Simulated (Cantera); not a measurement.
Equilibrium for silicon etching in halogen gases: Si + F₂ + N₂

Feed: 1 mol Si, 3.3 mol F₂, 0.74 mol N₂, equilibrated at 75.0 Torr.

Method: chemical equilibrium by Gibbs-energy minimisation in Cantera with the NASA 1993 tables (ideal gas, pure condensed phases). Candidate condensed phases: Si, Si₃N₄; 16 gas species. Equilibrium is a limit: real reactors are often held back by kinetics, nucleation or transport.

From 450 K to 900 K nothing is condensed. The main Si-bearing gas is SiF₄ throughout.

```
T (K)  x SiF₄   x NF₃      x F₂   x N₂       x F
-----  ------  ------  --------  -----  --------
450     0.460   0.399   2.25e-5  0.141   9.60e-9
525     0.460   0.398  0.000649  0.141   1.12e-6
600     0.458   0.391   0.00794  0.143   3.96e-5
675     0.444   0.351    0.0509  0.153  0.000612
750     0.405   0.233     0.174  0.183   0.00483
825     0.356  0.0917     0.314  0.217    0.0214
900     0.327  0.0236     0.358  0.230    0.0619
```
x: gas mole fraction; nothing condenses.
